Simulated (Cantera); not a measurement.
A closed system holds: 1 mol Zr, a varied amount of N₂O, 35 mol H₂, held at 0.110 Pa.

Equilibrium computed with Cantera from the NASA thermochemical tables; the gas is ideal and each condensed phase is pure. Candidate condensed phases: H₂O, Zr, ZrN, ZrO₂; 28 gas species. Mutual solubility and eutectic melting of coexisting phases are not modelled. ZrN: taken at fixed stoichiometry. Condensed phases not in the tables: solid solutions among these carbides, nitrides and lower oxides, N, O or C dissolved in the metal. Kinetics and transport are ignored.

Task: What condenses at these points (T in K, n(N₂O) in mol): (1998, 0.37); (1998, 0.22); (2148, 0.48); (1998, 0.81); (1798, 0.22); (2148, 1.1); (1998, 1.4); (2198, 0.63)?

Result: 
| T (K) | n(N₂O) in mol | condensed phases | Zr condensed (%) |
|---|---|---|---|
| 1998 | 0.37 | ZrN | 57.7 |
| 1998 | 0.22 | Zr + ZrN | 65.8 |
| 2148 | 0.48 | gas only | 0.0 |
| 1998 | 0.81 | ZrN | 17.3 |
| 1798 | 0.22 | Zr + ZrN + ZrO₂ | 96.8 |
| 2148 | 1.1 | ZrO₂ | 3.3 |
| 1998 | 1.4 | ZrO₂ | 40.4 |
| 2198 | 0.63 | gas only | 0.0 |
